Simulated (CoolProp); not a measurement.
R115 at several states: density (kg/m³) from the reference equation and from simpler models built on Tc = 353.1 K, pc = 3.129 MPa, ω = 0.248; each cubic takes its own stable root.

The numbers come from the reference Helmholtz-energy equation of state, Lemmon 2016 in CoolProp.

```tsv
T (K)	p (MPa)	phase	reference	van der Waals	Soave-Redlich-Kwong	Peng-Robinson
416.4	0.437	gas	20.03	20.06	20.03	20.12
264.7	0.26	gas	19.74	19.23	19.70	19.78
438.4	0.0201	gas	0.8526	0.8527	0.8526	0.8528
205.1	1.01	liquid	1647	1034	1562	1761
```
